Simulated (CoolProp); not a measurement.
Computed with CoolProp (reference Helmholtz-energy equation of state, Lemmon 2006). It is a short technical equation, of lower accuracy than the large ones.

For carbon monoxide, give the phase and the cp (kJ/(kg K)), speed of sound (m/s) at 140 K and 233 kPa; 140 K and 4150 kPa; 140 K and 17500 kPa.


- 140 K and 233 kPa: gas; cp 1.07, speed of sound 239
- 140 K and 4150 kPa: supercritical; cp 5.80, speed of sound 195
- 140 K and 17500 kPa: supercritical; cp 2.11, speed of sound 588
